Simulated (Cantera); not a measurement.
Equilibrium for silicon nitride deposition: trisilylamine + N2 + H2

Feed: 1 mol trisilylamine, 0.22 mol N2, 0.48 mol H2, equilibrated at 82.0 mbar.

Cantera equilibrium calculation (NASA polynomials, part measured and part estimated; ideal gas, pure solids and liquids). Candidate condensed phases: Si, Si3N4; 18 gas species. The feed counts by its element totals alone. Mutual solubility and eutectic melting of coexisting phases are not modelled. The tables' values for SiN are old estimates; treat these amounts as uncertain. Gases not in the tables: Si2H6 and higher silanes. The numbers say what is thermodynamically allowed, not how fast it happens.

From 973 K to 1673 K the condensed part is Si(s) + Si3N4(s). At 1773 K the condensed part is Si(l) + Si3N4(s). From 1873 K to 2073 K the condensed part is Si(l). The main Si-bearing gas is SiH4 at 973 K and Si at 2073 K.

```csv
T (K),x H2,x N2,x H,x Si,x SiH,x SiH2,x Si2N,x SiN,n Si(s),n Si3N4(s),n Si(l)
973,1.00,5.73e-11,3.78e-9,<1e-12,<1e-12,4.19e-11,<1e-12,<1e-12,1.92,0.360,0
1073,1.00,4.21e-9,4.89e-8,<1e-12,<1e-12,6.77e-10,<1e-12,<1e-12,1.92,0.360,0
1173,1.000,1.47e-7,4.12e-7,6.04e-12,3.10e-11,6.81e-9,<1e-12,<1e-12,1.92,0.360,0
1273,1.000,2.93e-6,2.49e-6,2.20e-10,6.08e-10,4.76e-8,<1e-12,<1e-12,1.92,0.360,0
1373,1.000,3.75e-5,1.16e-5,4.73e-9,7.70e-9,2.51e-7,2.44e-11,1.92e-11,1.92,0.360,0
1473,1.000,0.000336,4.42e-5,6.68e-8,6.87e-8,1.05e-6,7.36e-10,5.07e-10,1.92,0.359,0
1573,0.998,0.00227,0.000142,6.71e-7,4.62e-7,3.66e-6,1.43e-8,8.74e-9,1.94,0.354,0
1673,0.987,0.0121,0.000395,5.09e-6,2.45e-6,1.09e-5,1.92e-7,1.07e-7,2.01,0.329,0
1773,0.930,0.0686,0.000958,2.60e-5,8.86e-6,2.30e-5,1.55e-6,9.36e-7,0,0.176,2.47
1873,0.872,0.126,0.00210,0.000108,2.68e-5,4.27e-5,5.86e-6,3.94e-6,0,0,3.00
1973,0.869,0.126,0.00439,0.000385,7.43e-5,7.90e-5,1.46e-5,1.09e-5,0,0,3.00
2073,0.864,0.126,0.00854,0.00122,0.000186,0.000137,3.34e-5,2.71e-5,0,0,2.99
```
x: gas mole fraction; n: condensed amount in mol.
